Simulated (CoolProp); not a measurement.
The numbers come from the reference Helmholtz-energy equation of state, Lemmon 2006 in CoolProp. It is a short technical equation, of lower accuracy than the large ones.

Question: For toluene, give the phase and the density (kg/m³), cp (kJ/(kg K)), Joule-Thomson coefficient (K/MPa), isothermal compressibility (1/MPa) at 210.4 K and 19600 kPa; 267.1 K and 19600 kPa; 286 K and 19600 kPa.

Answer: 
- 210.4 K and 19600 kPa: liquid; density 953, cp 1.49, Joule-Thomson coefficient -0.566, isothermal compressibility 0.000462
- 267.1 K and 19600 kPa: liquid; density 903, cp 1.60, Joule-Thomson coefficient -0.517, isothermal compressibility 0.000644
- 286 K and 19600 kPa: liquid; density 887, cp 1.65, Joule-Thomson coefficient -0.495, isothermal compressibility 0.000721
